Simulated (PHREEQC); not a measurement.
## Acid mine or pickling water (model solution)

Model water analysis in mmol/kgw, 25 °C, pH 2.58, pe 12: Na 5.94; K 2.09; Ca 7.4; Mg 0.599; Cl 4.61; S(6) 12.4; B 0.399; Cu(2) 0.123.

Valence states are taken as typed.

Model: ion-association model, wateq4f.dat, run in PHREEQC.

Each row changes one thing in this solution. This is a speciation only: nothing precipitates in the calculation.

```json
[
 {"case": "as made", "ionic strength (mol/kgw)": "0.0366", "SO4-2 (mol/kgw)": "0.00843", "Ca+2 (mol/kgw)": "0.00515", "HSO4- (mol/kgw)": "0.00129", "Mg+2 (mol/kgw)": "0.000396", "Cu+2 (mol/kgw)": "8.46e-5", "SI of Gypsum (CaSO4:2H2O)": "-0.37", "SI of Epsomite (MgSO4:7H2O)": "-3.92"},
 {"case": "Cl from 4.61 to 9.22 mmol/kgw", "ionic strength (mol/kgw)": "0.0391", "SO4-2 (mol/kgw)": "0.00849", "Ca+2 (mol/kgw)": "0.00519", "HSO4- (mol/kgw)": "0.00128", "Mg+2 (mol/kgw)": "0.000399", "Cu+2 (mol/kgw)": "8.50e-5", "SI of Gypsum (CaSO4:2H2O)": "-0.38", "SI of Epsomite (MgSO4:7H2O)": "-3.93"},
 {"case": "temperature from 25 to 10 °C at the same typed pH", "ionic strength (mol/kgw)": "0.0377", "SO4-2 (mol/kgw)": "0.00890", "Ca+2 (mol/kgw)": "0.00527", "HSO4- (mol/kgw)": "0.00101", "Mg+2 (mol/kgw)": "0.000438", "Cu+2 (mol/kgw)": "8.59e-5", "SI of Gypsum (CaSO4:2H2O)": "-0.32", "SI of Epsomite (MgSO4:7H2O)": "-3.74"}
]
```

Constants without temperature data keep their 25 °C values here.
